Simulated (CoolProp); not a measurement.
A simple Rankine cycle with dimethyl carbonate: condensing at 331.15 K, boiler at 3.49 MPa, turbine inlet 538.2 K, turbine efficiency 0.8, pump efficiency 0.8, no recuperator. Each further row changes one setting.

Model: reference Helmholtz-energy equation of state, Zhou 2011, in CoolProp.

```tsv
case	thermal efficiency (%)	net work (kJ/kg)	heat in (kJ/kg)	turbine exit temperature (K)	volume ratio over the turbine
as stated	21.3	136	640	409.0	134
turbine inlet 558.2 K	21.3	147	688	433.8	121
condensing temperature 323.15 K	22.2	___	655	402.6	183
boiler pressure 2.44 MPa	___	137	672	429.7	___
turbine efficiency 0.7	18.5	119	640	420.9	138
```

Task: Complete the blanks.

Result: 
- condensing temperature 323.15 K, net work (kJ/kg): 145
- boiler pressure 2.44 MPa, thermal efficiency (%): 20.3
- boiler pressure 2.44 MPa, volume ratio over the turbine: 77.9
